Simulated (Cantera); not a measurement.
A closed system holds: 1 mol B2H6, 0.2 mol O2, 18 mol N2, held at 4400 Pa.

Cantera equilibrium calculation (NASA polynomials, part measured and part estimated; ideal gas, pure solids and liquids). Candidate condensed phases: B, BN, B2O3, B3O3H3, H2O; 39 gas species. The feed counts by its element totals alone. N2 is the only nitrogen source here; it is nearly inert below about 1500 K, so the nitride shown seldom forms there in practice. Mutual solubility and eutectic melting of coexisting phases are not modelled. The numbers say what is thermodynamically allowed, not how fast it happens.

**Question.** What share of the B ends up in condensed phases as a function of T (K), at 1173, 1273, 1373, 1473, 1573, 1673, 1773, 1873, 1973, 2073, 2173, 2273?

**Answer.** 
| T (K) | B condensed (%) | as |
|---|---|---|
| 1173 | 99.9 | BN(s) + B2O3(l) |
| 1273 | 99.8 | BN(s) + B2O3(l) |
| 1373 | 99.2 | BN(s) + B2O3(l) |
| 1473 | 97.3 | BN(s) + B2O3(l) |
| 1573 | 90.2 | BN(s) + B2O3(l) |
| 1673 | 86.6 | BN(s) |
| 1773 | 84.8 | BN(s) |
| 1873 | 82.7 | BN(s) |
| 1973 | 81.1 | BN(s) |
| 2073 | 80.3 | BN(s) |
| 2173 | 80.0 | BN(s) |
| 2273 | 79.8 | BN(s) |
